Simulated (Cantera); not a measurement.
Charge: 1 mol Cu2O, 1.5 mol C, 9.5 mol N2, held at 1502 °C and 2.20 mbar.

Cantera equilibrium calculation (NASA polynomials, part measured and part estimated; ideal gas, pure solids and liquids). Candidate condensed phases: C, Cu, CuO, Cu2O; 27 gas species. The numbers say what is thermodynamically allowed, not how fast it happens.

Base state: N2 0.760, Cu 0.160, CO 0.0800, Cu2 0.000238 (mole fractions); condensed: C(graphite).

### Question
What changes in the equilibrium state with this change: temperature from 1502 °C to 550 °C?

### Answer
```json
[
 {"species": "N2", "before": "0.760", "after": "0.906"},
 {"species": "CO", "before": "0.0800", "after": "0.0935"},
 {"species": "CO2", "before": "1.22e-9", "after": "0.000917"},
 {"species": "Cu", "before": "0.160", "after": "<1e-9"},
 {"species": "Cu2", "before": "0.000238", "after": "<1e-9"},
 {"species": "C(graphite), mol", "before": "0.500", "after": "0.510"},
 {"species": "Cu(s), mol", "before": "0", "after": "2.00"}
]
```
